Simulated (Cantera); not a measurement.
Feed: 1 mol C2H2, 7.4 mol H2, equilibrated at 1150 K and 0.00133 bar.

These are equilibrium values from Cantera (NASA tables, ideal gas, pure condensed phases), not measurements of a reactor. Candidate condensed phases: C, C6H6, C7H8, C8H18; 76 gas species. Kinetics and transport are ignored.

Base state: H2 1.000, CH4 3.12e-5 (mole fractions); condensed: C(graphite).

Q: What changes in the equilibrium state with this change: pressure from 0.00133 bar to 0.970 bar?

A: 
| species | before | after |
|---|---|---|
| H2 | 1.000 | 0.978 |
| CH4 | 3.12e-5 | 0.0217 |
| C(graphite), mol | 2.00 | 1.82 |

Q: What changes in the equilibrium state with this change: temperature from 1150 K to 623.15 K?

A: 
| species | before | after |
|---|---|---|
| H2 | 1.000 | 0.940 |
| CH4 | 3.12e-5 | 0.0598 |
| C(graphite), mol | 2.00 | 1.53 |
